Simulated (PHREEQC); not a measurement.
KOH is added in steps, without added water, to 1 kg of water holding 17 mmol/kgw Cu(NO3)2 and 0.09 mmol/kgw H2SO4, at 25 °C. O2 is buffered at 0.21 atm. CO2 from the air is kept out. Solids allowed: Cu(OH)2, Brochantite, Antlerite, Cu2(OH)3NO3, Chalcanthite. Others were left out.

Base run: PHREEQC, ion-association model, wateq4f.dat. Each further column changes one thing. The table gives Cu+2 (mol/kgw).

```csv
KOH added (mol),base,temperature from 25 to 20 °C,H2SO4 from 9e-05 to 8.1e-05 mol/kgw,H2SO4 replaced by K2SO4 at the same molality,no solid may form
0,0.0170,0.0170,0.0170,0.0169,0.0170
0.0054,0.0135,0.0135,0.0135,0.0134,0.0118
0.0126,0.00868,0.00869,0.00867,0.00857,0.00506
0.018,0.00510,0.00510,0.00508,0.00498,0.00136
0.0234,0.00151,0.00151,0.00150,0.00139,0.000342
0.0306,0.000100,7.27e-5,0.000100,9.95e-5,5.71e-5
0.036,3.65e-14,2.58e-14,3.57e-14,3.02e-14,8.36e-11
```

The database's constant for dissolved Cu(OH)2 is higher than later reviews accept. In at least one series the solution becomes supersaturated in solids that the run did not let form, among them Cu(OH)2, Brochantite, Antlerite, Cu2(OH)3NO3.
